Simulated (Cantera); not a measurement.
Equilibrium for iron carbonyl, mercury and lead vapours: Fe(CO)5 + N2 + H2

Input: 1 mol Fe(CO)5, 2.9 mol N2, 0.4 mol H2, at 7.50 Torr.

Equilibrium computed with Cantera from the NASA thermochemical tables; the gas is ideal and each condensed phase is pure. Candidate condensed phases: C, C6H6, C7H8, C8H18, Fe, Fe(CO)5, FeO, Fe(OH)2, Fe(OH)3, Fe2O3, Fe3O4, H2O; 140 gas species. Condensed phases not in the tables: cementite and carbon dissolved in iron. Rates play no part.

From 1050 K to 1175 K the condensed part is C(graphite) + Fe(α). At 1200 K the condensed part is C(graphite) + Fe(γ). From 1225 K to 1300 K the condensed part is Fe(γ).

| T (K) | log p CO | log p N2 | log p H2 | log p CO2 | log p H2O | n C(graphite) | n Fe(α) | n Fe(γ) |
|---|---|---|---|---|---|---|---|---|
| 1050 | -2.22 | -2.46 | -3.32 | -5.11 | -6.28 | 0.00682 | 1.00 | 0 |
| 1075 | -2.22 | -2.46 | -3.32 | -5.31 | -6.44 | 0.00436 | 1.00 | 0 |
| 1100 | -2.22 | -2.46 | -3.32 | -5.50 | -6.59 | 0.00284 | 1.00 | 0 |
| 1125 | -2.22 | -2.46 | -3.32 | -5.67 | -6.73 | 0.00187 | 1.00 | 0 |
| 1150 | -2.22 | -2.46 | -3.32 | -5.84 | -6.87 | 0.00125 | 1.00 | 0 |
| 1175 | -2.22 | -2.46 | -3.32 | -6.01 | -7.00 | 0.000834 | 1.00 | 0 |
| 1200 | -2.22 | -2.46 | -3.32 | -6.16 | -7.12 | 0.000548 | 0 | 1.00 |
| 1225 | -2.22 | -2.46 | -3.32 | -6.31 | -7.24 | 0 | 0 | 1.00 |
| 1250 | -2.22 | -2.46 | -3.32 | -6.46 | -7.36 | 0 | 0 | 1.00 |
| 1275 | -2.22 | -2.46 | -3.32 | -6.59 | -7.47 | 0 | 0 | 1.00 |
| 1300 | -2.22 | -2.46 | -3.32 | -6.67 | -7.52 | 0 | 0 | 1.000 |
log p: log10 of the partial pressure in bar; n: condensed amount in mol.
